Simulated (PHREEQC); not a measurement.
Acid rinse or clean: speciation

Consider water at 20 °C with 0.19 mol H2SO4, 0.0081 mol NaCl and 0.095 mol KCl per kg of water. It is in equilibrium with CO2 at log p = 0 (atm). Otherwise closed; pH follows from the charge balance.

All values are PHREEQC results (ion-association model, wateq4f.dat), not measurements.

- pH = 0.76
- ionic strength = 0.353 mol/kgw
- activity of water = 0.989
- total alkalinity = -380 meq/kg

```json
[
 {"species": "H+", "molality": "0.224", "activity": "0.174", "log γ": "-0.109"},
 {"species": "HSO4-", "molality": "0.156", "activity": "0.108", "log γ": "-0.160"},
 {"species": "Cl-", "molality": "0.103", "activity": "0.0692", "log γ": "-0.173"},
 {"species": "K+", "molality": "0.0911", "activity": "0.0611", "log γ": "-0.173"},
 {"species": "CO2", "molality": "0.0361", "activity": "0.0392", "log γ": "0.035"},
 {"species": "SO4-2", "molality": "0.0298", "activity": "0.00709", "log γ": "-0.623"},
 {"species": "Na+", "molality": "0.00783", "activity": "0.00564", "log γ": "-0.142"},
 {"species": "KSO4-", "molality": "0.00390", "activity": "0.00279", "log γ": "-0.146"},
 {"species": "NaSO4-", "molality": "0.000272", "activity": "0.000194", "log γ": "-0.146"}
]
```

This is a speciation only: nothing precipitates in the calculation. Complexes and solids missing from the database can't appear.
